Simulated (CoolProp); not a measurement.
Carbon dioxide along the isotherm 309.8 K: fugacity coefficient from the reference equation and from simpler models built on Tc = 304.1 K, pc = 7.377 MPa, ω = 0.224; each cubic takes its own stable root.

Values from CoolProp's reference Helmholtz-energy equation of state, Span 1996.

```tsv
p (MPa)	phase	reference	van der Waals	Redlich-Kwong	Soave-Redlich-Kwong	Peng-Robinson
4.61	gas	0.8040	0.8238	?	0.8061	0.7881
9.22	supercritical	0.5944	0.6212	0.5979	?	0.5795
13.8	supercritical	0.4421	?	0.4527	0.4578	0.4346
18.4	supercritical	0.3650	0.4113	0.3786	0.3832	0.3599
23.1	supercritical	0.3191	0.3721	?	0.3386	?
27.7	supercritical	0.2905	0.3497	0.3069	0.3109	0.2863
32.3	supercritical	0.2713	0.3367	0.2886	0.2925	0.2669
36.9	supercritical	0.2581	0.3300	?	0.2801	0.2532
41.5	supercritical	0.2490	0.3278	0.2680	0.2718	0.2435
46.1	supercritical	0.2428	0.3291	0.2627	0.2664	0.2367
50.7	supercritical	0.2389	0.3331	0.2596	0.2634	0.2321
55.3	supercritical	0.2368	0.3394	0.2584	0.2622	0.2291
59.9	supercritical	0.2361	0.3479	0.2586	0.2625	0.2275
64.6	supercritical	0.2366	0.3585	0.2601	0.2640	0.2270
69.2	supercritical	0.2381	0.3707	0.2627	0.2667	0.2274
73.8	supercritical	0.2405	0.3847	?	0.2703	0.2287
```

Task: Fill in the missing entries.

Result: 
- 4.61, Redlich-Kwong: 0.8046
- 9.22, Soave-Redlich-Kwong: 0.6033
- 13.8, van der Waals: 0.4806
- 23.1, Redlich-Kwong: 0.3343
- 23.1, Peng-Robinson: 0.3148
- 36.9, Redlich-Kwong: 0.2763
- 73.8, Redlich-Kwong: 0.2662
